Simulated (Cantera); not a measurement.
Input (Python, Cantera) and output of one run.

```python
import numpy as np
import cantera as ct

gas_names = """
    CL CLO CL2 H HCL HNO HNO2 HNO3 HOCL HO2 H2 H2O H2O2 N NH NH2 NH3 NH2OH NO NO2 NO3 N2 N2H2 N2H4 N2O O
    OH O2 O3 Sr SrCL SrCL2 SrO SrOH SrO2H2
""".split()
cond_names = """
    H2O(s) H2O(L) NH4CL(a) NH4CL(b) Sr(a) Sr(b) Sr(L) SrCL2(a) SrCL2(b) SrCL2(L) SrO(s) SrO(L) SrO2H2(s)
    SrO2H2(L)
""".split()


# ... load() reads the species with a 1 bar reference pressure and builds the phases ...
atoms = {
    'SrCl2': {'Sr': 1, 'CL': 2},
    'H2O': {'H': 2, 'O': 1},
    'N2': {'N': 2},
}
top_T = {}  # K; cautious upper limits of use, not melting points


# ... equilibrate(T, P, feed) seeds the gas with the atoms and calls Mixture.equilibrate('TP', solver="vcs", rtol=1e-11, max_steps=5000) ...
results = []
feed = {'SrCl2': 1, 'H2O': 0.13, 'N2': 76}  # mol
P = 950  # Pa
for T in [1923, 1948, 1973, 1998, 2023, 2048, 2073, 2098, 2123, 2148]:
    mix = equilibrate(T, P, feed)
    results.append((T, P, feed, dict(zip(mix.species_names, mix.species_moles))))

top = {s: max(r[3][s] / sum(r[3][g] for g in gas_names) for r in results) for s in gas_names}
cols = sorted((s for s in top if top[s] > 1e-06), key=lambda s: -top[s])[:8]
seen = [c for c in cond_names if any(r[3].get(c, 0) > 1e-12 for r in results)]
print("log10 of partial pressures in bar; condensed amounts in mol")
print(f"{'T/K':>10s}" + "".join(f"{s[:9]:>10s}" for s in cols + seen))
for T, P, feed, n in results:
    ng = sum(n[g] for g in gas_names)
    print(f"{T:10.4g}" + "".join(f"{np.log10(max(n[s] / ng * P / 1e5, 1e-99)):10.3f}" for s in cols)
          + "".join(f"{n.get(c, 0):10.4g}" for c in seen))
```

It prints:

```
log10 of partial pressures in bar; condensed amounts in mol
       T/K        N2     SrCL2        CL      SrCL       H2O         H       HCL        H2    SrO(s)
      1923    -2.029    -3.931    -5.487    -5.821    -5.033    -5.846    -5.158    -5.640   0.03415
      1948    -2.029    -3.932    -5.439    -5.705    -5.048    -5.751    -5.170    -5.607   0.03233
      1973    -2.029    -3.934    -5.391    -5.593    -5.064    -5.659    -5.184    -5.578   0.02981
      1998    -2.029    -3.936    -5.344    -5.484    -5.083    -5.572    -5.199    -5.554   0.02634
      2023    -2.029    -3.938    -5.298    -5.380    -5.103    -5.489    -5.214    -5.534   0.02161
      2048    -2.029    -3.941    -5.252    -5.279    -5.125    -5.410    -5.231    -5.519   0.01521
      2073    -2.029    -3.944    -5.206    -5.183    -5.150    -5.335    -5.249    -5.510  0.006612
      2098    -2.030    -3.948    -5.145    -5.106    -5.186    -5.262    -5.250    -5.500         0
      2123    -2.030    -3.954    -5.061    -5.056    -5.242    -5.189    -5.226    -5.489         0
      2148    -2.030    -3.960    -4.980    -5.007    -5.304    -5.121    -5.206    -5.483         0
```

Cantera equilibrium calculation (NASA polynomials, part measured and part estimated; ideal gas, pure solids and liquids). Condensed phases not in the tables: oxide chlorides.
